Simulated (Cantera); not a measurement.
Hydrocarbon pyrolysis for carbon deposition

An isothermal, constant-pressure homogeneous reactor starts with 24.4 % C2H4, 75.6 % H2, at 2000 K and 1.01 bar.

Computed with Cantera and GRI-Mech 3.0 (53 species, 325 reactions). GRI-Mech 3.0 was tuned for natural gas; its chemistry of ethylene as a main component is partial and can be far from experiment. GRI-Mech 3.0 stops at C3 and has no aromatics, soot or wall deposition, so with more carbon than oxygen in the feed, carbon stays in small species such as C2H2 where larger ones or solid carbon would form.

```csv
t (s),x C2H4,x H2,x H,x C2H2,x C2H,x CH2,x C2H6
0.000800,0.00106,0.802,0.00147,0.195,6.65e-6,8.62e-8,1.52e-7
0.00203,0.00105,0.801,0.00147,0.195,6.65e-6,1.20e-7,1.62e-7
0.00517,0.00105,0.801,0.00146,0.194,6.63e-6,1.97e-7,2.01e-7
0.0131,0.00105,0.800,0.00146,0.194,6.60e-6,3.26e-7,3.17e-7
0.0334,0.00105,0.799,0.00145,0.194,6.58e-6,4.04e-7,4.21e-7
0.0849,0.00105,0.799,0.00145,0.194,6.58e-6,4.10e-7,4.29e-7
0.216,0.00105,0.799,0.00145,0.194,6.58e-6,4.10e-7,4.29e-7
0.548,0.00105,0.799,0.00145,0.194,6.58e-6,4.10e-7,4.29e-7
1.39,0.00105,0.799,0.00145,0.194,6.58e-6,4.10e-7,4.29e-7
3.54,0.00105,0.799,0.00145,0.194,6.58e-6,4.10e-7,4.29e-7
9.00,0.00105,0.799,0.00145,0.194,6.58e-6,4.10e-7,4.29e-7
```
x: mole fraction; the columns are a selection and need not sum to one.

Equilibrium at this temperature and pressure: C2H4 0.00105, H2 0.799, H 0.00145, C2H2 0.194, C2H 6.58e-6, CH2 4.10e-7, C2H6 4.29e-7 (gas phase only).
